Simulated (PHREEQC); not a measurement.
**Buffer: an equilibrium model**

A solution holds 10 mmol/kgw NaHCO3 and 0.92 mmol/kgw Na2HPO4, at 22 °C. Closed to the air; pH follows from the charge balance.

Model: ion-association model, phreeqc.dat, run in PHREEQC.

| Property | Value |
|---|---|
| pH | 8.33 |
| ionic strength | 0.0127 mol/kgw |
| specific conductance | 964 µS/cm |
| total alkalinity | 10.9 meq/kg |

| species | molality | activity | log γ |
|---|---|---|---|
| Na+ | 0.0118 | 0.0105 | -0.049 |
| HCO3- | 0.00971 | 0.00870 | -0.048 |
| HPO4-2 | 0.000860 | 0.000551 | -0.193 |
| CO3-2 | 0.000126 | 8.12e-5 | -0.191 |
| CO2 | 9.58e-5 | 9.61e-5 | 0.001 |
| NaHCO3 | 5.22e-5 | 5.23e-5 | 0.001 |
| H2PO4- | 4.75e-5 | 4.26e-5 | -0.048 |
| NaCO3- | 1.53e-5 | 1.36e-5 | -0.050 |

No solid was allowed to form. Complexes and solids missing from the database can't appear.
